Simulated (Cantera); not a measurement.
Feed: 1 mol Al, 40 mol N2O, 2.1 mol H2, at 0.00830 bar.

Equilibrium computed with Cantera from the NASA thermochemical tables; the gas is ideal and each condensed phase is pure. Candidate condensed phases: Al, AlN, Al2O3, H2O; 35 gas species. Equilibrium is a limit: real reactors are often held back by kinetics, nucleation or transport. All values below are at 1950 K.

Base state: N2 0.658, O2 0.295, H2O 0.0329, NO 0.00721, OH 0.00330, O 0.00269, H 0.000144, H2 0.000130 (mole fractions); condensed: Al2O3(s).

Question: What changes in the equilibrium state with this change: H2 from 2.1 to 1.3 mol?

Answer: 
| species | before | after |
|---|---|---|
| N2 | 0.658 | 0.663 |
| O2 | 0.295 | 0.304 |
| H2O | 0.0329 | 0.0202 |
| H2 | 0.000130 | 7.88e-5 |
| H | 0.000144 | 0.000112 |
| OH | 0.00330 | 0.00260 |
| NO | 0.00721 | 0.00734 |
| Al2O3(s), mol | 0.500 | 0.500 |
